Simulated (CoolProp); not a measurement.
n-pentane at several states: Z from the reference equation and from simpler models built on Tc = 469.7 K, pc = 3.368 MPa, ω = 0.251; each cubic takes its own stable root.

Model: reference Helmholtz-energy equation of state, Thol 2019, in CoolProp.

```tsv
T (K)	p (MPa)	phase	reference	van der Waals	Redlich-Kwong	Peng-Robinson
476.3	1.31	gas	0.8598	0.8757	0.8605	0.8476
247	3.91	liquid	0.2040	0.3359	0.2286	0.1992
195.6	0.0181	liquid	0.001121	0.9884	0.001265	0.001113
606.7	0.321	gas	0.9868	0.9850	0.9849	0.9847
320.8	0.0487	gas	0.9818	0.9895	0.9856	0.9834
468.5	0.0427	gas	0.9956	0.9962	0.9956	0.9951
```

At some of these states van der Waals gives the other phase, because its saturation line lies elsewhere.
